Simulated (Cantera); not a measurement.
A perfectly stirred reactor is fed with CO : H2 : CH4 : O2 : N2 : CO2 = 1 : 0.031 : 0.065 : 0.497 : 1.87 : 0.075 (molar parts), at 7500 Torr; it is adiabatic with a 750 K inlet, and is followed from long to short residence time, starting on the burning branch (τ in s: 0.14, 0.042, 0.013, 0.0039, 0.0012, 0.00036, 0.00011, 3.3e-05, 1e-05).

Cantera simulation using GRI-Mech 3.0 (53 species, 325 reactions); the numbers are that mechanism's predictions, not measurements.

One state of this run: T (K) = 2219; x CO = 0.144; x H2 = 0.00433; x CH4 = 5.02e-5; x C2H2 = 2.42e-9; x H2O = 0.0386; x NO = 0.000191; x CH2 = 9.24e-7. x: mole fraction; the columns are a selection and need not sum to one.

Which value of τ (s) does it belong to?
A) 0.013
B) 3.3e-5
C) 0.00011
D) 0.042

B, 3.3e-5
